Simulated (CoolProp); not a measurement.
Vapour-liquid equilibrium of propylene (1) + dimethyl ether (2) at 4.48 kPa; x and y are mole fractions of (1).

Values from CoolProp's multi-fluid Helmholtz-energy mixture model, Lemmon 2013 and Wu 2011; pair parameters Bell 2016.

```tsv
x	bubble temperature, mixture model (K)	bubble temperature, Raoult's law (K)	y, mixture model	y, Raoult's law
0.05	191.6	192.5	0.245	0.187
0.15	187.2	189.1	0.525	0.447
0.25	184.1	186.3	0.672	0.614
0.35	181.9	184.0	0.761	0.727
0.45	180.2	182.0	0.821	0.806
0.55	178.8	180.2	0.864	0.865
0.65	177.7	178.7	0.899	0.909
0.75	176.7	177.3	0.929	0.943
0.85	175.8	176.1	0.957	0.969
0.95	174.9	175.0	0.985	0.991
```

The largest gap from Raoult's law is -2.2 K in bubble temperature, at x = 0.25. No azeotrope shows between x = 0.05 and 0.95.

Pair parameters are fitted to limited data, so mixtures are less certain than the pure fluids.
